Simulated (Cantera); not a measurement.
An adiabatic, constant-volume homogeneous reactor starts with CO : H₂ : O₂ : N₂ = 1 : 0.048 : 0.624 : 2.35 (molar parts), at 1525 K and 760 Torr. Integrator tolerance rtol = 1e-08.

Cantera simulation using GRI-Mech 3.0 (53 species, 325 reactions); the numbers are that mechanism's predictions, not measurements.

```
quantity                                                              before                                      after
---------------------------------  -----------------------------------------  -----------------------------------------
time of steepest temperature rise                                    67.1 µs                                    54.4 µs
temperature at 8.00 s                                                 2856 K                                     2877 K
equilibrium temperature                                               2856 K                                     2877 K
x(CO) at 8.00 s                        0.0999 (gas-phase equilibrium 0.0999)        0.106 (gas-phase equilibrium 0.106)
x(H₂) at 8.00 s                    0.000656 (gas-phase equilibrium 0.000656)  0.000684 (gas-phase equilibrium 0.000684)
x(O₂) at 8.00 s                        0.0602 (gas-phase equilibrium 0.0602)      0.0617 (gas-phase equilibrium 0.0617)
x(NO) at 8.00 s                        0.0190 (gas-phase equilibrium 0.0190)      0.0197 (gas-phase equilibrium 0.0197)
x(NO₂) at 8.00 s                     8.64e-6 (gas-phase equilibrium 8.64e-6)    8.72e-6 (gas-phase equilibrium 8.72e-6)
x(CO₂) at 8.00 s                         0.169 (gas-phase equilibrium 0.169)        0.162 (gas-phase equilibrium 0.162)
```

### Question
Name the change that produced these shifts.
A. pressure from 760 Torr to 21000 Torr
B. initial temperature 1525 to 1700 K
C. initial temperature 1525 to 1623 K
D. constant pressure in place of constant volume

### Answer
C, initial temperature 1525 to 1623 K
